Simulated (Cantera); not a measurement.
Charge: 1 mol TiO₂, 3.6 mol MgO, 4 mol O₂, at 2248.15 K and 458 Torr.

Method: chemical equilibrium by Gibbs-energy minimisation in Cantera with the NASA 1993 tables (ideal gas, pure condensed phases). Candidate condensed phases: Mg, MgO, MgTiO₃, MgTi₂O₅, Mg₂TiO₄, Ti, TiO, TiO₂, Ti₂O₃, Ti₃O₅, Ti₄O₇; 9 gas species. Mutual solubility and eutectic melting of coexisting phases are not modelled. Condensed phases not in the tables: alloys, solid solutions and most ternary compounds. The numbers say what is thermodynamically allowed, not how fast it happens.

Base state: O₂ 0.995, O 0.00466 (mole fractions); condensed: MgO(s) + Mg₂TiO₄(l).

Task: What changes in the equilibrium state with this change: pressure from 458 Torr to 143 Torr?

Result: 
```tsv
species	before	after
O₂	0.995	0.992
O	0.00466	0.00833
MgO(s), mol	1.60	1.60
Mg₂TiO₄(l), mol	1.000	1.000
```
